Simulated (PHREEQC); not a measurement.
Solution (10 °C): 56 mmol/kgw HCl, 0.77 mmol/kgw Li2SO4 and 16 mmol/kgw Na2SO4. Closed to the air; pH follows from the charge balance.

Model: Pitzer model, pitzer.dat, run in PHREEQC.

| Property | Result |
|---|---|
| pH | 1.41 |
| ionic strength | 0.0898 mol/kgw |
| specific conductance | 13900 µS/cm |
| density | 1.003 g/cm³ |
| osmotic coefficient | 0.923 |
| total alkalinity | -56.0 meq/kg |

```
species  molality  activity   log γ
-------  --------  --------  ------
Cl-        0.0560    0.0435  -0.109
H+         0.0478    0.0387  -0.091
Na+        0.0320    0.0257  -0.096
SO4-2     0.00854   0.00266  -0.507
HSO4-     0.00823   0.00654  -0.100
Li+       0.00154   0.00125  -0.091
```

This is a speciation only: nothing precipitates in the calculation. Constants without temperature data keep their 25 °C values here.
